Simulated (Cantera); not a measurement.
Input (Python, Cantera) and output of one run.

```python
import numpy as np
import cantera as ct

gas_names = """
    H HO2 H2 H2O H2O2 Hg O OH O2 O3
""".split()
cond_names = """
    H2O(s) H2O(L) Hg(cr) Hg(L) HgO(s)
""".split()


# ... load() reads the species with a 1 bar reference pressure and builds the phases ...
atoms = {
    'HgO': {'Hg': 1, 'O': 1},
    'H2': {'H': 2},
}
top_T = {}  # K; cautious upper limits of use, not melting points


# ... equilibrate(T, P, feed) seeds the gas with the atoms and calls Mixture.equilibrate('TP', solver="vcs", rtol=1e-11, max_steps=5000) ...
results = []
feed = {'HgO': 1, 'H2': 0.29}  # mol
T = 1500  # K
P = 6400  # Pa
mix = equilibrate(T, P, feed)
results.append((T, P, feed, dict(zip(mix.species_names, mix.species_moles))))
print(gas.report(threshold=0.0001))
for i in range(1, mix.n_phases):
    print(f"{mix.phase(i).name:16s} {mix.phase_moles(i):12.5e} mol")
```

Result:

```
       temperature   1500 K
          pressure   6400 Pa
           density   0.067745 kg/m^3
  mean mol. weight   132.01 kg/kmol
   phase of matter   gas

                          1 kg             1 kmol
                     ---------------   ---------------
          enthalpy        2.0574e+05        2.7161e+07  J
   internal energy        1.1127e+05        1.4689e+07  J
           entropy            1949.3        2.5734e+05  J/K
    Gibbs function       -2.7183e+06       -3.5885e+08  J
 heat capacity c_p            218.58             28856  J/K
 heat capacity c_v             155.6             20541  J/K

                      mass frac. Y      mole frac. X     chem. pot. / RT
                     ---------------   ---------------   ---------------
               H2O          0.024041           0.17617           -50.158
                Hg           0.92364           0.60787           -21.405
                OH        2.6776e-05        0.00020785           -33.095
                O2          0.052291           0.21574           -32.066
     [   +6 minor]        9.8079e-07        1.0535e-05

Hg(L)             0.00000e+00 mol
```

Cantera equilibrium calculation (NASA polynomials, part measured and part estimated; ideal gas, pure solids and liquids).
